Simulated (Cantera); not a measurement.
An isothermal, constant-pressure homogeneous reactor starts with N2O : O2 = 1 : 0.066 (molar parts), at 1225 K and 0.360 bar.

Detailed kinetics in Cantera: GRI-Mech 3.0 (53 species, 325 reactions). GRI-Mech 3.0 was tuned for natural gas; its chemistry of N2O as a main component is partial and can be far from experiment. The mechanism lacks the step 2 NO + O2 → 2 NO2, which can matter for NO2 below about 1400 K. The temperature is held fixed by assumption; the heat of reaction is taken as removed at once.

Q: Predict: x(N2O) at 200 s; x(O2) at 200 s; x(NO2) at 200 s; x(O) at 200 s; x(NO) at 200 s; x(N2) at 200 s.

A: 
| Quantity | Result |
|---|---|
| x(N2O) at 200 s | 9.09e-7 (gas-phase equilibrium 1.04e-8) |
| x(O2) at 200 s | 0.331 (gas-phase equilibrium 0.361) |
| x(NO2) at 200 s | 0.000684 (gas-phase equilibrium 3.30e-6) |
| x(O) at 200 s | 4.06e-8 (gas-phase equilibrium 4.24e-8) |
| x(NO) at 200 s | 0.0607 (gas-phase equilibrium 0.000280) |
| x(N2) at 200 s | 0.608 (gas-phase equilibrium 0.638) |
